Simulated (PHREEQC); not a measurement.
Dissolve 0.034 mol/kgw HF, 0.0018 mol/kgw (NH4)2SiF6, 8.4e-05 mol/kgw HCl and 0.00041 mol/kgw LiOH at 25 °C and 50 atm. Closed to the air; pH follows from the charge balance.

Model: ion-association model, phreeqc.dat, run in PHREEQC.

### Question
The ionic strength comes out as 0.0108 mol/kgw. What activity coefficients do Cl-, F-, H+, Li+, SiF6-2 get?

### Answer
Cl- 0.90, F- 0.90, H+ 0.91, Li+ 0.90, SiF6-2 0.66.

No solid was allowed to form. Under pressure, the constants of complexes without a molar volume in the database are unreliable. SiF6-2 is the database's only silicon fluoride.
